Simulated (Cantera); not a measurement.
Mixture: CH₄ : O₂ : N₂ : H₂O = 1 : 2 : 7.52 : 2.5 (molar parts), equivalence ratio 1.0, at 950000 Pa, adiabatic and at constant pressure. Ignition delay is the time to a rise of 400 K.

Computed with Cantera and GRI-Mech 3.0 (53 species, 325 reactions).

**Question.** What does this change do: H2O 2.5 to 6.3 parts?

**Answer.** 
```json
[
 {"quantity": "delay at 1075 K", "before": "28.7 ms", "after": "35.2 ms"},
 {"quantity": "delay at 1175 K", "before": "7.57 ms", "after": "9.38 ms"},
 {"quantity": "delay at 1275 K", "before": "2.48 ms", "after": "3.18 ms"},
 {"quantity": "delay at 1375 K", "before": "0.912 ms", "after": "1.22 ms"},
 {"quantity": "apparent activation energy between 1325 and 1425 K", "before": "150 kJ/mol", "after": "150 kJ/mol"}
]
```

**Question.** What does this change do: H2O 2.5 to 1.1 parts?

**Answer.** 
```csv
quantity,before,after
delay at 1075 K,28.7 ms,26.8 ms
delay at 1175 K,7.57 ms,7.05 ms
delay at 1275 K,2.48 ms,2.24 ms
delay at 1375 K,0.912 ms,0.792 ms
apparent activation energy between 1325 and 1425 K,150 kJ/mol,160 kJ/mol
```
